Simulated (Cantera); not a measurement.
Feed: 1 mol Al(CH3)3, 14 mol H2O, 2.3 mol H2, equilibrated at 1150 K and 0.760 bar.

These are equilibrium values from Cantera (NASA tables, ideal gas, pure condensed phases), not measurements of a reactor. Candidate condensed phases: Al, Al2O3, C, C6H6, C7H8, C8H18, H2O; 121 gas species. The feed counts by its element totals alone. Equilibrium is a limit: real reactors are often held back by kinetics, nucleation or transport.

Base state: H2 0.521, H2O 0.353, CO 0.0802, CO2 0.0458, CH4 2.03e-5 (mole fractions); condensed: Al2O3(s).

**Question.** What changes in the equilibrium state with this change: temperature from 1150 K to 1700 K?

**Answer.** 
```json
[
 {"species": "H2", "before": "0.521", "after": "0.498"},
 {"species": "H2O", "before": "0.353", "after": "0.376"},
 {"species": "CO", "before": "0.0802", "after": "0.103"},
 {"species": "CO2", "before": "0.0458", "after": "0.0228"},
 {"species": "CH4", "before": "2.03e-5", "after": "1.03e-8"},
 {"species": "H", "before": "6.17e-8", "after": "0.000119"},
 {"species": "Al2O3(s), mol", "before": "0.500", "after": "0.500"}
]
```
Gases not in the tables: Al(OH)3.
